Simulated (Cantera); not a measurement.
What does this Cantera script print?

```python
import numpy as np
import cantera as ct

gas_names = """
    H HNO HNO2 HNO3 HO2 H2 H2O H2O2 N NH NH2 NH3 NH2OH NO NO2 NO3 N2 N2H2 N2H4 N2O O OH O2 O3 Si SiH
    SiH2 SiH3 SiH4 SiN SiO SiO2 Si2 Si2N Si3
""".split()
cond_names = """
    H2O(s) H2O(L) Si(cr) Si(L) SiO2(Lqz) SiO2(hqz) SiO2(L) Si2N2O(s) Si3N4(a)
""".split()


def load(file, names, dense=False):
    # The tables refer to 1 bar. Condensed volumes are neglected.
    table = {s.name: s for s in ct.Species.list_from_file(file)}
    out = []
    for n in names:
        d = dict(table[n].input_data)
        d["thermo"] = dict(d["thermo"], **{"reference-pressure": 1e5})
        if dense:
            d["equation-of-state"] = {"model": "constant-volume", "density": "1e6 g/cm^3"}
        out.append(ct.Species.from_dict(d))
    return out


gas = ct.Solution(thermo="ideal-gas", species=load("nasa_gas.yaml", gas_names))
cond = {s.name: ct.Solution(thermo="fixed-stoichiometry", species=[s], name=s.name)
        for s in load("nasa_condensed.yaml", cond_names, dense=True)}
atoms = {
    'Si2H6': {'Si': 2, 'H': 6},
    'O2': {'O': 2},
    'N2': {'N': 2},
}
top_T = {'Si2N2O(s)': 2100, 'Si3N4(a)': 2400}  # K; cautious upper limits of use, not melting points


def equilibrate(T, P, feed):
    n = {}
    for name, mol in feed.items():
        for a, k in atoms[name].items():
            n[a] = n.get(a, 0.0) + k * mol
    gas.TPX = T, P, n
    mass = sum(n.values()) * gas.mean_molecular_weight
    gas.equilibrate("TP")
    valid = [c for c in cond.values() if c.min_temp <= T <= top_T.get(c.name, c.max_temp)]
    mix = ct.Mixture([(gas, mass / gas.mean_molecular_weight)] + [(c, 0.0) for c in valid])
    mix.T, mix.P = T, P
    mix.equilibrate("TP", solver="vcs", rtol=1e-11, max_steps=5000)
    return mix


results = []
feed = {'Si2H6': 1, 'O2': 2, 'N2': 12}  # mol
P = 280  # Pa
for T in [673, 748, 823, 898, 973, 1048, 1123, 1198]:
    mix = equilibrate(T, P, feed)
    results.append((T, P, feed, dict(zip(mix.species_names, mix.species_moles))))
    x = sorted(zip(gas.X, gas.species_names), reverse=True)
    print(f"T = {T:g} K  P = {P:g} Pa  gas = {mix.phase_moles(0):.4g} mol")
    print("   x: " + "  ".join(f"{s} {v:.3e}" for v, s in x if v > 1e-05))
    print("   condensed (mol): " + ("  ".join(f"{mix.phase(i).name} {mix.phase_moles(i):.4g}"
          for i in range(1, mix.n_phases) if mix.phase_moles(i) > 1e-12) or "none"))
```

Result:

```
T = 673 K  P = 280 Pa  gas = 15 mol
   x: N2 8.000e-01  H2 2.000e-01
   condensed (mol): SiO2(Lqz) 2  Si2N2O(s) 1.504e-06
T = 748 K  P = 280 Pa  gas = 15 mol
   x: N2 8.000e-01  H2 2.000e-01
   condensed (mol): SiO2(Lqz) 2  Si2N2O(s) 3.382e-06
T = 823 K  P = 280 Pa  gas = 15 mol
   x: N2 8.000e-01  H2 2.000e-01
   condensed (mol): SiO2(Lqz) 2  Si2N2O(s) 6.481e-06
T = 898 K  P = 280 Pa  gas = 15 mol
   x: N2 8.000e-01  H2 2.000e-01
   condensed (mol): SiO2(hqz) 2  Si2N2O(s) 1.098e-05
T = 973 K  P = 280 Pa  gas = 15 mol
   x: N2 8.000e-01  H2 2.000e-01
   condensed (mol): SiO2(hqz) 2  Si2N2O(s) 1.701e-05
T = 1048 K  P = 280 Pa  gas = 15 mol
   x: N2 8.000e-01  H2 2.000e-01
   condensed (mol): SiO2(hqz) 2  Si2N2O(s) 2.465e-05
T = 1123 K  P = 280 Pa  gas = 15 mol
   x: N2 8.000e-01  H2 2.000e-01
   condensed (mol): SiO2(hqz) 2  Si2N2O(s) 3.385e-05
T = 1198 K  P = 280 Pa  gas = 15 mol
   x: N2 8.000e-01  H2 2.000e-01
   condensed (mol): SiO2(hqz) 2  Si2N2O(s) 4.35e-05
```

Cantera equilibrium calculation (NASA polynomials, part measured and part estimated; ideal gas, pure solids and liquids). The feed counts by its element totals alone. N2 is the only nitrogen source here; it is nearly inert below about 1500 K, so the nitride shown seldom forms there in practice. The tables hold silica as quartz up to 1696 K and as liquid above; real silica turns to tridymite and cristobalite and melts near 1996 K.
